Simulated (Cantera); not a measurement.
A closed system holds: 1 mol Cu₂O, 2.5 mol C, 0.79 mol H₂, held at 150 Pa.

These are equilibrium values from Cantera (NASA tables, ideal gas, pure condensed phases), not measurements of a reactor. Candidate condensed phases: C, C₆H₆, C₇H₈, C₈H₁₈, Cu, CuO, Cu(OH)₂, Cu₂O, H₂O; 113 gas species. The numbers say what is thermodynamically allowed, not how fast it happens. All values below are at 1677 °C.

Base state: Cu 0.523, CO 0.262, H₂ 0.200, H 0.0133, Cu₂ 0.000533, C₂H₂ (acetylene) 0.000110 (mole fractions); condensed: C(graphite).

**Question.** What changes in the equilibrium state with this change: pressure from 150 Pa to 420 Pa?

**Answer.** 
```tsv
species	before	after
Cu	0.523	0.523
CO	0.262	0.263
H₂	0.200	0.204
H	0.0133	0.00799
Cu₂	0.000533	0.00149
C₂H₂ (acetylene)	0.000110	0.000111
C(graphite), mol	1.50	1.50
```
